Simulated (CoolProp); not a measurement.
Vapour-liquid equilibrium of dimethyl ether (1) + R227EA (2) at 256.2 K; x and y are mole fractions of (1).

Model: multi-fluid Helmholtz-energy mixture model, Wu 2011 and Lemmon 2016; pair parameters Bell 2016, in CoolProp.

Problem. Give the bubble pressure and the first vapour's composition at x = 0.05, 0.55, 0.95. Is there an azeotrope?

Solution. x = 0.05: 94.69 kPa, y = 0.018; x = 0.55: 92.03 kPa, y = 0.700; x = 0.95: 135.5 kPa, y = 0.985. y crosses x between x = 0.25 and 0.35: the model has an azeotrope there.

Pair parameters are fitted to limited data, so mixtures are less certain than the pure fluids.
